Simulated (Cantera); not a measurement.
An isothermal, constant-pressure homogeneous reactor starts with 43.5 % CH4, 56.5 % CO2, at 2100 K and 0.730 bar.

Cantera simulation using GRI-Mech 3.0 (53 species, 325 reactions); the numbers are that mechanism's predictions, not measurements.

x: mole fraction; the columns are a selection and need not sum to one.

```tsv
t (s)	x CH4	x CO2	x H	x HO2	x OH	x C2H4	x C2H
4.00e-5	0.256	0.495	0.000797	7.26e-11	3.20e-5	0.0269	4.59e-6
0.000123	0.106	0.368	0.00124	1.51e-10	6.13e-5	0.00581	1.29e-5
0.000380	0.0301	0.210	0.00143	2.28e-10	0.000130	0.000750	1.88e-5
0.00117	0.00916	0.0848	0.00174	2.74e-10	0.000204	0.000186	2.09e-5
0.00360	0.00695	0.0487	0.00197	9.56e-11	0.000127	9.67e-5	1.05e-5
0.0111	0.00398	0.0268	0.00216	2.80e-11	6.93e-5	3.49e-5	3.56e-6
0.0342	0.00125	0.0164	0.00228	1.07e-11	4.24e-5	5.08e-6	5.30e-7
0.105	(withheld)	0.0143	0.00234	8.49e-12	3.78e-5	(withheld)	(withheld)
0.325	7.80e-9	0.0143	0.00235	8.51e-12	3.78e-5	<1e-12	<1e-12
1.00	7.80e-9	0.0143	0.00235	8.51e-12	3.78e-5	<1e-12	<1e-12
```

**Question.** Some entries are withheld; supply them.

**Answer.** 
- 0.105, x CH4: 1.60e-5
- 0.105, x C2H4: 1.39e-8
- 0.105, x C2H: 1.74e-9
